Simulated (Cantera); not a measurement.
**Reactions in the system C-N-O-Ta**

Cantera with NASA thermochemical tables; ideal gases at 1 bar, condensed phases pure. Values are per mole of reaction as written; species without (g) are pure solids or liquids, kept so even where they would boil at 1 bar. TaC: taken at fixed stoichiometry.

4 N(g) + C + TaO2(g) ⇌ TaC + 2 N2O(g)

```json
[
 {"T (K)": "300", "ΔH° (kJ)": "-1670.8", "ΔS° (J/K)": "-416.9", "ΔG° (kJ)": "-1545.7", "log10 K": "269.13"},
 {"T (K)": "500", "ΔH° (kJ)": "-1674.0", "ΔS° (J/K)": "-425.3", "ΔG° (kJ)": "-1461.3", "log10 K": "152.66"},
 {"T (K)": "575", "ΔH° (kJ)": "-1674.8", "ΔS° (J/K)": "-426.8", "ΔG° (kJ)": "-1429.4", "log10 K": "129.85"},
 {"T (K)": "650", "ΔH° (kJ)": "-1675.5", "ΔS° (J/K)": "-427.9", "ΔG° (kJ)": "-1397.3", "log10 K": "112.29"},
 {"T (K)": "725", "ΔH° (kJ)": "-1675.9", "ΔS° (J/K)": "-428.6", "ΔG° (kJ)": "-1365.2", "log10 K": "98.36"},
 {"T (K)": "800", "ΔH° (kJ)": "-1676.3", "ΔS° (J/K)": "-429.0", "ΔG° (kJ)": "-1333.0", "log10 K": "87.04"},
 {"T (K)": "875", "ΔH° (kJ)": "-1676.5", "ΔS° (J/K)": "-429.3", "ΔG° (kJ)": "-1300.9", "log10 K": "77.66"},
 {"T (K)": "950", "ΔH° (kJ)": "-1676.5", "ΔS° (J/K)": "-429.3", "ΔG° (kJ)": "-1268.7", "log10 K": "69.75"},
 {"T (K)": "1025", "ΔH° (kJ)": "-1676.5", "ΔS° (J/K)": "-429.3", "ΔG° (kJ)": "-1236.5", "log10 K": "63.01"},
 {"T (K)": "1100", "ΔH° (kJ)": "-1676.3", "ΔS° (J/K)": "-429.1", "ΔG° (kJ)": "-1204.3", "log10 K": "57.19"},
 {"T (K)": "1175", "ΔH° (kJ)": "-1676.1", "ΔS° (J/K)": "-428.9", "ΔG° (kJ)": "-1172.1", "log10 K": "52.10"}
]
```

Ta + CO(g) + 2 N(g) ⇌ N2O(g) + TaC

```tsv
T (K)	ΔH° (kJ)	ΔS° (J/K)	ΔG° (kJ)	log10 K
300	-897.4	-283.5	-812.3	141.43
500	-900.0	-290.4	-754.8	78.85
575	-900.4	-291.3	-732.9	66.58
650	-900.7	-291.7	-711.1	57.14
725	-900.8	-291.8	-689.2	49.65
800	-900.8	-291.8	-667.3	43.57
875	-900.7	-291.7	-645.4	38.53
950	-900.5	-291.6	-623.5	34.28
1025	-900.3	-291.3	-601.7	30.66
1100	-899.9	-291.0	-579.9	27.53
1175	-899.6	-290.7	-558.0	24.81
```
